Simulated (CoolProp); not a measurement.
The fluid at 293.15 K and 0.432 MPa (gas) is heated at constant pressure to 478.7 K. The same conditions are run with several fluids, on thermodynamics alone (safety and materials aside).

Model: reference Helmholtz-energy equation of state of each fluid (methane: Setzmann 1991; carbon monoxide: Lemmon 2006; R404A: Lemmon 2003), in CoolProp. Blends and air are pseudo-pure fits.

| fluid | heat (kJ/kg) | final density (kg/m³) |
|---|---|---|
| methane | 465 | 1.74 |
| carbon monoxide | 195 | 3.04 |
| R404A | 192 | 10.7 |
